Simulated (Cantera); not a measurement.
# Ignition delay

Mixture: 4.42 % C₃H₈, 20.1 % O₂, 75.5 % N₂, equivalence ratio 1.1, at 12000 Torr, adiabatic and at constant pressure. Ignition delay is the time to a rise of 400 K.

Detailed kinetics in Cantera: GRI-Mech 3.0 (53 species, 325 reactions). GRI-Mech 3.0 was tuned for natural gas; its chemistry of propane as a main component is partial and can be far from experiment. The pressure lies above the range GRI-Mech 3.0 was tuned for (to about 10 atm).

```
T0 (K)  delay (ms)
------  ----------
1275         0.338
1375        0.0737
1475        0.0205
1575       0.00734
1675       0.00328
1775       0.00175
1875       0.00107
1975      0.000727
2075      0.000533
```

- apparent activation energy between 1875 and 2075 K = 110 kJ/mol
